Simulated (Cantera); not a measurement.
Input: 1 mol BN, 13 mol F2, at 748.15 K and 0.0133 bar.

Method: chemical equilibrium by Gibbs-energy minimisation in Cantera with the NASA 1993 tables (ideal gas, pure condensed phases). Candidate condensed phases: B, BN; 13 gas species. Kinetics and transport are ignored.

Base state: F2 0.818, BF3 0.0810, NF3 0.0665, F 0.0278, N2 0.00725 (mole fractions); condensed: gas only.

Task: What changes in the equilibrium state with this change: temperature from 748.15 K to 1773.15 K?

Result: 
```csv
species,before,after
F,0.0278,0.939
BF3,0.0810,0.0408
N2,0.00725,0.0204
F2,0.818,0.000200
NF3,0.0665,<1e-9
```

Task: What changes in the equilibrium state with this change: temperature from 748.15 K to 1550 K?

Result: 
| species | before | after |
|---|---|---|
| F | 0.0278 | 0.938 |
| BF3 | 0.0810 | 0.0409 |
| N2 | 0.00725 | 0.0204 |
| F2 | 0.818 | 0.00102 |
| NF3 | 0.0665 | <1e-9 |

Task: What changes in the equilibrium state with this change: BN replaced by Si3N4?

Result: 
```json
[
 {"species": "F2", "before": "0.818", "after": "0.460"},
 {"species": "SiF4", "before": "0", "after": "0.277"},
 {"species": "N2", "before": "0.00725", "after": "0.126"},
 {"species": "BF3", "before": "0.0810", "after": "0"},
 {"species": "NF3", "before": "0.0665", "after": "0.117"},
 {"species": "F", "before": "0.0278", "after": "0.0208"}
]
```
Further candidate phases: Si, Si3N4.
